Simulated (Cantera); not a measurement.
An isothermal, constant-pressure homogeneous reactor starts with CH₄ : N₂ = 1 : 1.6 (molar parts), at 1325 K and 1330 Pa. Integrator tolerance rtol = 1e-08.

Computed with Cantera and GRI-Mech 3.0 (53 species, 325 reactions). GRI-Mech 3.0 stops at C3 and has no aromatics, soot or wall deposition, so with more carbon than oxygen in the feed, carbon stays in small species such as C2H2 where larger ones or solid carbon would form. Radical loss at walls, strong at low pressure, is not modelled.

Problem. What does this change do: pressure from 1330 Pa to 101000 Pa?

Solution. 
| quantity | before | after |
|---|---|---|
| x(CH₄) at 20.0 s | 0.371 (gas-phase equilibrium 0.00767) | 0.262 (gas-phase equilibrium 0.159) |
| x(H) at 20.0 s | 1.62e-7 (gas-phase equilibrium 9.11e-6) | 2.82e-7 (gas-phase equilibrium 7.90e-7) |
| x(CH₃) at 20.0 s | 8.48e-5 (gas-phase equilibrium 3.38e-6) | 1.14e-5 (gas-phase equilibrium 1.06e-5) |
| x(C₂H₆) at 20.0 s | 0.000124 (gas-phase equilibrium 2.24e-7) | 0.000139 (gas-phase equilibrium 0.000168) |
| x(C₂H) at 20.0 s | 2.09e-11 (gas-phase equilibrium 1.16e-9) | 4.33e-11 (gas-phase equilibrium 6.96e-11) |
| x(HCN) at 20.0 s | 1.01e-12 (gas-phase equilibrium 0.0815) | 5.49e-12 (gas-phase equilibrium 0.0566) |

Problem. What does this change do: temperature 1325 to 1825 K?

Solution. 
| quantity | before | after |
|---|---|---|
| x(CH₄) at 20.0 s | 0.371 (gas-phase equilibrium 0.00767) | 6.22e-5 (gas-phase equilibrium 4.92e-5) |
| x(H) at 20.0 s | 1.62e-7 (gas-phase equilibrium 9.11e-6) | 0.00247 (gas-phase equilibrium 0.00247) |
| x(CH₃) at 20.0 s | 8.48e-5 (gas-phase equilibrium 3.38e-6) | 7.46e-6 (gas-phase equilibrium 5.90e-6) |
| x(C₂H₆) at 20.0 s | 0.000124 (gas-phase equilibrium 2.24e-7) | 9.13e-11 (gas-phase equilibrium 5.63e-11) |
| x(C₂H) at 20.0 s | 2.09e-11 (gas-phase equilibrium 1.16e-9) | 8.03e-6 (gas-phase equilibrium 4.79e-6) |
| x(HCN) at 20.0 s | 1.01e-12 (gas-phase equilibrium 0.0815) | 4.98e-5 (gas-phase equilibrium 0.112) |
